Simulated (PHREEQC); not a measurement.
0.035 g of hydrous ferric oxide (600 m²/g; 0.2 weak and 0.005 strong sites per Fe, Dzombak-Morel constants, diffuse double layer) in 1 kg of water with 0.005 mol/kgw of an inert sodium salt and 1.3e-05 mol/kgw MgCl2, 2.2e-05 mol/kgw MnCl2 and 0.00011 mol/kgw CuCl2, at 25 °C; the pH is set by adding NaOH or the inert anion's acid. No oxygen is let in. CO2 from the air is kept out. Precipitation was switched off in this run.

Base run: PHREEQC, ion-association model, wateq4f.dat. Each further column changes one thing. The table gives Cu sorbed (%).

| pH | base | no electrostatic term (-no_edl) | background salt from 0.005 to 0.0005 mol/kgw | oxide from 0.035 to 0.18 g/kgw | 3.3e-05 mol/kgw Na2SO4 added |
|---|---|---|---|---|---|
| 4 | 0.3 | 0.6 | 0.2 | 1.6 | ___ |
| 4.67 | 2.1 | 4.0 | 1.8 | 10.3 | 2.8 |
| 5.33 | 9.6 | 27.0 | 8.1 | 38.8 | ___ |
| 6 | 25.7 | ___ | 22.7 | 81.5 | ___ |
| 6.67 | 36.3 | 72.1 | 32.8 | 97.2 | 43.3 |
| 7.33 | 37.0 | 72.6 | 34.3 | 98.8 | ___ |
| 8.67 | 31.2 | ___ | 30.3 | 97.3 | 31.3 |
| 9.33 | 20.7 | 35.9 | 19.9 | 96.3 | 20.7 |
| 10 | 10.0 | 6.8 | 9.6 | 95.5 | 10.0 |
| 10.67 | 4.4 | 0.4 | 4.5 | 94.0 | 4.4 |
| 11.33 | 2.4 | 0.0 | 2.8 | 89.7 | 2.4 |
| 12 | 0.6 | 0.0 | 0.8 | 71.2 | 0.6 |

Q: What belongs in the gaps?

A: 
- 4, 3.3e-05 mol/kgw Na2SO4 added: 0.5
- 5.33, 3.3e-05 mol/kgw Na2SO4 added: 15.1
- 6, no electrostatic term (-no_edl): 62.7
- 6, 3.3e-05 mol/kgw Na2SO4 added: 35.7
- 7.33, 3.3e-05 mol/kgw Na2SO4 added: 40.6
- 8.67, no electrostatic term (-no_edl): 61.1

In at least one series the solution becomes supersaturated in solids that the run did not let form, among them Pyrochroite, Cu(OH)2, Atacamite. The database's constant for dissolved Cu(OH)2 is higher than later reviews accept.
